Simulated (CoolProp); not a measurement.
Saturation properties of R115.

Model: reference Helmholtz-energy equation of state, Lemmon 2016, in CoolProp.

```tsv
T (K)	p (bar)	liquid density (kg/m³)	vapour density (kg/m³)	liquid cp (kJ/(kg K))
181.7	0.04362	1719	[?]	0.8645
200.1	0.1648	1660	1.547	[?]
218.6	0.4827	1599	4.206	0.9090
237	1.160	1536	9.542	0.9397
255.4	2.414	1469	19.08	0.9771
273.8	[?]	1396	34.86	1.024
292.2	7.707	1315	[?]	[?]
310.6	12.36	1220	99.72	1.179
329	18.84	1101	167.1	1.371
347.4	27.78	902.4	322.5	2.607
```

**Question.** Complete the blanks.

**Answer.** 
- 181.7, vapour density (kg/m³): 0.4477
- 200.1, liquid cp (kJ/(kg K)): 0.8839
- 273.8, p (bar): 4.500
- 292.2, vapour density (kg/m³): 59.94
- 292.2, liquid cp (kJ/(kg K)): 1.085

It boils at 233.9 K under 1 atm.
